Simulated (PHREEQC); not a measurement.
A solution holds 0.0011 mol/kgw HF, 0.0057 mol/kgw NaF, 3.9e-05 mol/kgw (NH4)2SiF6, 0.051 mol/kgw H3PO4 and 0.0018 mol/kgw KOH, at 25 °C. Closed to the air; pH follows from the charge balance.

The numbers come from PHREEQC with the ion-association model, phreeqc.dat.

Precipitation was switched off in this run.

Q: What pH, ionic strength, specific conductance does the model give?

A: pH 1.93; ionic strength 0.0209 mol/kgw; specific conductance 5200 µS/cm.

Q: In which forms is F present?

A: HF 90 %, F- 6.0 %, SiF6-2 3.3 % of the F.

SiF6-2 is the database's only silicon fluoride.
